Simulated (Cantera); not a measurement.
Input: 1 mol CH3SiCl3, 0.37 mol C2H4, 5.7 mol H2, 0.048 mol C3H8, equilibrated at 1600 K and 17.0 mbar.

Equilibrium computed with Cantera from the NASA thermochemical tables; the gas is ideal and each condensed phase is pure. Candidate condensed phases: C, C6H6, C7H8, C8H18, Si, SiC; 109 gas species. The feed counts by its element totals alone. The tables' values for SiCl3 are old estimates; treat these amounts as uncertain. Rates play no part.

Base state: H2 0.694, HCl 0.301, SiCl2 0.00472, H 0.000347, SiCl3 0.000304, Cl 0.000119, SiCl4 4.80e-5, C2H2 (acetylene) 1.91e-5 (mole fractions); condensed: C(graphite) + SiC(s).

Task: What changes in the equilibrium state with this change: temperature from 1600 K to 1173 K?

Result: 
```csv
species,before,after
H2,0.694,0.714
HCl,0.301,0.276
SiCl4,4.80e-5,0.00875
Cl,0.000119,2.58e-7
H,0.000347,7.64e-7
C2H2 (acetylene),1.91e-5,4.37e-8
SiHCl3,1.60e-5,0.000528
"C(graphite), mol",0.933,0.979
"SiC(s), mol",0.951,0.903
```
